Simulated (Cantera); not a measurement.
Feed: 1 mol FeCl3, 2.5 mol H2O, 0.25 mol H2, at 13.3 mbar.

Method: chemical equilibrium by Gibbs-energy minimisation in Cantera with the NASA 1993 tables (ideal gas, pure condensed phases). Candidate condensed phases: Fe, FeCl2, FeCl3, FeO, Fe(OH)2, Fe(OH)3, Fe2O3, Fe3O4, H2O; 22 gas species. The tables' stoichiometric FeO is somewhat more stable than real wüstite, so its field is too wide. FeO: taken at fixed stoichiometry. Equilibrium is a limit: real reactors are often held back by kinetics, nucleation or transport.

Task: What share of the Fe ends up in condensed phases as a function of T (K), at 1075, 1175, 1275, 1375, 1475, 1575, 1675, 1775, 1875, 1975, 2075?

Result: 
```tsv
T (K)	Fe condensed (%)	as
1075	82.5	Fe3O4(s)
1175	77.8	Fe3O4(s)
1275	75.7	Fe3O4(s)
1375	74.4	Fe3O4(s)
1475	70.3	Fe3O4(s)
1575	61.1	Fe3O4(s)
1675	50.2	Fe3O4(s)
1775	39.5	Fe3O4(s)
1875	33.2	FeO(l)
1975	32.8	FeO(l)
2075	32.4	FeO(l)
```
